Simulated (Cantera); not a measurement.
**SiH₄ + O₂ + H₂ (silicon oxide and oxynitride deposition)**

A closed system holds: 1 mol SiH₄, 3.1 mol O₂, a varied amount of H₂, held at 1225 K and 100000 Pa.

Method: chemical equilibrium by Gibbs-energy minimisation in Cantera with the NASA 1993 tables (ideal gas, pure condensed phases). Candidate condensed phases: H₂O, Si, SiO₂; 18 gas species. The tables hold silica as quartz up to 1696 K and as liquid above; real silica turns to tridymite and cristobalite and melts near 1996 K. Gases not in the tables: Si(OH)₄. Kinetics and transport are ignored.

```json
[
 {"n(H₂) (mol)": "0.66", "x H₂O": "0.776", "x H₂": "3.46e-8", "x O₂": "0.224", "x OH": "1.18e-5", "x H": "5.80e-11", "x HO₂": "5.17e-8", "x O": "1.99e-8", "x H₂O₂": "1.15e-8", "n SiO₂(β-quartz)": "1.00"},
 {"n(H₂) (mol)": "0.91", "x H₂O": "0.819", "x H₂": "4.06e-8", "x O₂": "0.181", "x OH": "1.15e-5", "x H": "6.28e-11", "x HO₂": "4.53e-8", "x O": "1.79e-8", "x H₂O₂": "1.09e-8", "n SiO₂(β-quartz)": "1.00"},
 {"n(H₂) (mol)": "1.3", "x H₂O": "0.880", "x H₂": "5.37e-8", "x O₂": "0.120", "x OH": "1.08e-5", "x H": "7.22e-11", "x HO₂": "3.44e-8", "x O": "1.46e-8", "x H₂O₂": "9.55e-9", "n SiO₂(β-quartz)": "1.00"},
 {"n(H₂) (mol)": "1.7", "x H₂O": "0.937", "x H₂": "7.87e-8", "x O₂": "0.0633", "x OH": "9.47e-6", "x H": "8.75e-11", "x HO₂": "2.20e-8", "x O": "1.06e-8", "x H₂O₂": "7.38e-9", "n SiO₂(β-quartz)": "1.00"},
 {"n(H₂) (mol)": "2.4", "x H₂O": "0.955", "x H₂": "0.0455", "x O₂": "<1e-12", "x OH": "1.27e-8", "x H": "6.64e-8", "x HO₂": "<1e-12", "x O": "<1e-12", "x H₂O₂": "<1e-12", "n SiO₂(β-quartz)": "1.00"},
 {"n(H₂) (mol)": "3.3", "x H₂O": "0.792", "x H₂": "0.208", "x O₂": "<1e-12", "x OH": "4.93e-9", "x H": "1.42e-7", "x HO₂": "<1e-12", "x O": "<1e-12", "x H₂O₂": "<1e-12", "n SiO₂(β-quartz)": "1.00"},
 {"n(H₂) (mol)": "4.6", "x H₂O": "0.636", "x H₂": "0.364", "x O₂": "<1e-12", "x OH": "2.99e-9", "x H": "1.88e-7", "x HO₂": "<1e-12", "x O": "<1e-12", "x H₂O₂": "<1e-12", "n SiO₂(β-quartz)": "1.00"},
 {"n(H₂) (mol)": "6.3", "x H₂O": "0.506", "x H₂": "0.494", "x O₂": "<1e-12", "x OH": "2.04e-9", "x H": "2.19e-7", "x HO₂": "<1e-12", "x O": "<1e-12", "x H₂O₂": "<1e-12", "n SiO₂(β-quartz)": "1.00"}
]
```
x: gas mole fraction; n: condensed amount in mol.

From 0.66 mol H₂ to 6.3 mol H₂ the condensed part is SiO₂(β-quartz).
